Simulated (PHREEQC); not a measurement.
0.036 g of hydrous ferric oxide (600 m²/g; 0.2 weak and 0.005 strong sites per Fe, Dzombak-Morel constants, diffuse double layer) in 1 kg of water with 0.3 mol/kgw of an inert sodium salt and 7.2e-06 mol/kgw Na2SO4 and 0.00012 mol/kgw SrCl2, at 25 °C; the pH is set by adding NaOH or the inert anion's acid. Oxygen alone is held at its pressure in air (log pO2 = -0.68). No CO2 enters from the air. Precipitation was switched off in this run.

Base run: PHREEQC, ion-association model, wateq4f.dat. Each further column changes one thing. The table gives S sorbed (%).

```
pH     base  no electrostatic term (-no_edl)  background salt from 0.3 to 0.03 mol/kgw  oxide from 0.036 to 0.18 g/kgw  7.3e-05 mol/kgw CuCl2 added
-----  ----  -------------------------------  ----------------------------------------  ------------------------------  ---------------------------
3      37.0                              0.0                                      98.5                            77.7                         37.0
3.67   36.2                              0.0                                      98.0                            77.0                         36.1
4.33   31.5                              0.0                                      95.1                            72.5                         31.5
5      20.3                              0.0                                      83.0                            57.8                         20.6
5.67    7.9                              0.0                                      50.3                            30.3                          9.9
6.33    1.8                              0.0                                      14.8                             8.5                          6.4
7       0.3                              0.0                                       1.7                             1.4                          3.7
7.67    0.0                              0.0                                       0.1                             0.2                          0.9
8.33    0.0                              0.0                                       0.0                             0.0                          0.1
9       0.0                              0.0                                       0.0                             0.0                          0.0
9.67    0.0                              0.0                                       0.0                             0.0                          0.0
10.33   0.0                              0.0                                       0.0                             0.0                          0.0
11      0.0                              0.0                                       0.0                             0.0                          0.0
```

The oxide is taken as insoluble; below pH 4 it would dissolve. In at least one series the solution becomes supersaturated in solids that the run did not let form, among them Cu(OH)2. The database's constant for dissolved Cu(OH)2 is higher than later reviews accept.
